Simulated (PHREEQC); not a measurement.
Synthetic water in mmol/kgw, 25 °C, pH 6.21, pe 10.1:

```json
[
 {"constituent": "Na", "mmol/kgw": "107"},
 {"constituent": "K", "mmol/kgw": "0.0467"},
 {"constituent": "Ca", "mmol/kgw": "6.41"},
 {"constituent": "Mg", "mmol/kgw": "3.51"},
 {"constituent": "Cl", "mmol/kgw": "121"},
 {"constituent": "S(6)", "mmol/kgw": "0.723"},
 {"constituent": "Alkalinity (meq/kgw)", "mmol/kgw": "0.218"},
 {"constituent": "F", "mmol/kgw": "0.0464"},
 {"constituent": "N(5)", "mmol/kgw": "0.0193"},
 {"constituent": "Br", "mmol/kgw": "0.336"}
]
```

Valence states are taken as typed.

All values are PHREEQC results (ion-association model, wateq4f.dat), not measurements.

Precipitation was switched off in this run.

### Question
Predict the charge-balance error.

### Answer
charge-balance error 1.5 %.

### Question
In which forms is S present?

### Answer
SO4-2 70 %, NaSO4- 13 %, CaSO4 10 %, MgSO4 7.0 % of the S.
